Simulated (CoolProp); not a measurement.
A closed Brayton cycle with carbon dioxide: compressor inlet 333.15 K and 8.7 MPa, high pressure 25.5 MPa, turbine inlet 625 K, compressor efficiency 0.8, turbine efficiency 0.93, recuperator effectiveness 0.8 (on enthalpy, no pinch check). Each further row changes one setting.

The numbers come from the reference Helmholtz-energy equation of state, Span 1996 in CoolProp.

```
case                           thermal efficiency (%)  net work (kJ/kg)  compressor to turbine work  compressor exit (K)  turbine exit (K)
-----------------------------  ----------------------  ----------------  --------------------------  -------------------  ----------------
as stated                                        19.6              38.3                        0.63                429.1             511.5
turbine inlet 575 K                              15.4              26.7                        0.71                429.1             466.0
compressor inlet 343.15 K                        17.2              31.6                        0.69                445.2             511.5
high pressure 21.7 MPa                           19.9              36.3                        0.59                414.1             528.1
recuperator effectiveness 0.5                    17.1              38.3                        0.63                429.1             511.5
```
